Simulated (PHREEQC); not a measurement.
**Copper plating or etch bath (model solution)**

Consider water at 25 °C with 150 mmol/kgw Cu(NO3)2 and 36 mmol/kgw NaCl. Closed to the air; pH follows from the charge balance.

Computed with PHREEQC (ion-association model, wateq4f.dat).

| Quantity | Value |
|---|---|
| pH | 4.15 |
| ionic strength | 0.479 mol/kgw |
| activity of water | 0.991 |

```csv
species,molality,activity,log γ
NO3-,0.300,0.185,-0.210
Cu+2,0.147,0.0371,-0.597
Na+,0.0360,0.0255,-0.149
Cl-,0.0327,0.0212,-0.189
CuCl+,0.00323,0.00211,-0.185
H+,9.17e-5,7.02e-5,-0.116
Cu2(OH)2+2,4.17e-5,1.20e-5,-0.541
CuCl2,2.15e-5,2.40e-5,0.048
CuOH+,8.01e-6,5.23e-6,-0.185
Cu(OH)2,1.38e-7,1.54e-7,0.048
CuCl3-,2.76e-9,1.80e-9,-0.185
```

This is a speciation only: nothing precipitates in the calculation. The solution is supersaturated, for example in Atacamite, so a real one may precipitate; this is no full list. Complexes and solids missing from the database can't appear.
